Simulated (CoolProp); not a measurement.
n-hexane at 374.55 K and 2.55 MPa flows at 0.18 m/s in a round tube of 12.7 mm bore and 1.5 µm roughness, fully developed (64/Re and Nu = 3.66 if laminar; Colebrook and Gnielinski if turbulent). Each further row changes one setting.

Model: reference Helmholtz-energy equation of state, Thol 2019, in CoolProp.

```tsv
case	Reynolds number	Darcy friction factor	pressure drop (Pa/m)	heat-transfer coefficient (W/(m² K))	mass flow (kg/h)
as stated	(withheld)	0.0325	24.2	436	48.0
velocity 0.36 m/s	16800	0.0272	(withheld)	818	(withheld)
diameter 25.4 mm	16800	0.0271	(withheld)	(withheld)	192
```

Q: Complete the blanks.

A: 
- as stated, Reynolds number: 8420
- velocity 0.36 m/s, pressure drop (Pa/m): 81.3
- velocity 0.36 m/s, mass flow (kg/h): 96.0
- diameter 25.4 mm, pressure drop (Pa/m): 10.1
- diameter 25.4 mm, heat-transfer coefficient (W/(m² K)): 408

Viscosity comes from a separate model (Michailidou 2013). Thermal conductivity comes from a separate model (Assael 2013).
